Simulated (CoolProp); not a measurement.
Nitrous oxide at 293.15 K and 3.42 MPa is compressed adiabatically to 11.9 MPa with isentropic efficiency 0.9. Each further row changes one setting.

The numbers come from the reference Helmholtz-energy equation of state, Lemmon 2006 in CoolProp. It is a short technical equation, of lower accuracy than the large ones.

```tsv
case	work (kJ/kg)	final temperature (K)	final density (kg/m³)
as stated	?	?	208
efficiency 1	?	?	?
efficiency 0.65	92.7	417.9	?
```

Q: Some entries are withheld; supply them.

A: 
- as stated, work (kJ/kg): 66.9
- as stated, final temperature (K): 400.3
- efficiency 1, work (kJ/kg): 60.2
- efficiency 1, final temperature (K): 396.0
- efficiency 1, final density (kg/m³): 214
- efficiency 0.65, final density (kg/m³): 189
